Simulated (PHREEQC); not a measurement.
Make-up at 25 °C: 0.14 mol NiCl2 and 0.07 mol H3BO3 per kg of water. Closed to the air; pH follows from the charge balance.

Computed with PHREEQC (ion-association model, wateq4f.dat).

The ionic strength comes out as 0.361 mol/kgw. What activity coefficients do H2BO3-, H+, Ni+2, Cl-, NiCl+ get?

H2BO3- 0.62, H+ 0.78, Ni+2 0.29, Cl- 0.67, NiCl+ 0.73.

Precipitation was switched off in this run. Complexes and solids missing from the database can't appear.
